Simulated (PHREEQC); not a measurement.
# Nickel, zinc or cadmium bath

Make-up at 30 °C: 0.11 mol/kgw NiCl2, 0.034 mol/kgw Na2SO4 and 0.004 mol/kgw FeSO4. Closed to the air; pH follows from the charge balance.

Model: ion-association model, wateq4f.dat, run in PHREEQC.

Precipitation was switched off in this run.

Estimate the pH, ionic strength, activity of water.

pH 5.74; ionic strength 0.340 mol/kgw; activity of water 0.993.

In which forms is Ni present?

Ni+2 71 %, NiSO4 16 %, NiCl+ 9.4 %, NiCl2 3.1 % of the Ni.
